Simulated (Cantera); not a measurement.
**Equilibrium for fluorocarbon and chlorocarbon gases: C2F6 + H2 + HCl**

A closed system holds: 1 mol C2F6, 3.1 mol H2, 0.038 mol HCl, equilibrated at 2950 K and 0.0308 Torr.

Cantera equilibrium calculation (NASA polynomials, part measured and part estimated; ideal gas, pure solids and liquids). Candidate condensed phases: C, C6H6, C7H8, C8H18; 118 gas species. The feed counts by its element totals alone. The numbers say what is thermodynamically allowed, not how fast it happens.

```
Quantity                                   Result
--------------------------------------  ---------
x(H)                                        0.415
x(F)                                        0.392
x(C)                                        0.101
x(HF)                                      0.0647
x(C3)                                      0.0104
x(C2)                                     0.00788
x(CF)                                     0.00543
x(Cl)                                     0.00292
x(H2)                                    0.000387
gas amount                              12.98 mol
log10 activity of C(graphite) (absent)      -0.88
```
